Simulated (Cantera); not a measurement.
## Reactions in the system C-O-Ti

Cantera with NASA thermochemical tables; ideal gases at 1 bar, condensed phases pure. Values are per mole of reaction as written; species without (g) are pure solids or liquids, kept so even where they would boil at 1 bar. TiC: taken at fixed stoichiometry.

C + TiO₂ ⇌ CO(g) + TiO(g)

```
T (K)  ΔH° (kJ)  ΔS° (J/K)  ΔG° (kJ)  log10 K
-----  --------  ---------  --------  -------
300       888.6      375.1     776.1  -135.13
448       887.3      371.7     720.8   -84.04
598       884.7      366.6     665.4   -58.12
748       881.4      361.8     610.8   -42.65
898       877.8      357.4     556.9   -32.39
1048      874.0      353.5     503.6   -25.10
```

2 CO(g) + 11 Ti₂O₃ ⇌ 5 Ti₄O₇ + 2 TiC

```
T (K)  ΔH° (kJ)  ΔS° (J/K)  ΔG° (kJ)  log10 K
-----  --------  ---------  --------  -------
300      -441.0     -206.0    -379.2    66.03
448      -449.0     -225.2    -348.1    40.59
598      -480.1     -288.3    -307.7    26.88
748      -496.4     -312.6    -262.6    18.34
898      -512.3     -332.0    -214.2    12.46
1048     -527.4     -347.5    -163.2     8.13
```

11 TiO₂ + TiC ⇌ CO₂(g) + 4 Ti₃O₅

| T (K) | ΔH° (kJ) | ΔS° (J/K) | ΔG° (kJ) | log10 K |
|---|---|---|---|---|
| 300 | 346.2 | 153.7 | 300.1 | -52.25 |
| 448 | 351.4 | 167.3 | 276.4 | -32.23 |
| 598 | 403.6 | 283.9 | 233.9 | -20.43 |
| 748 | 401.8 | 281.1 | 191.5 | -13.37 |
| 898 | 401.3 | 280.5 | 149.4 | -8.69 |
| 1048 | 403.2 | 282.5 | 107.2 | -5.34 |
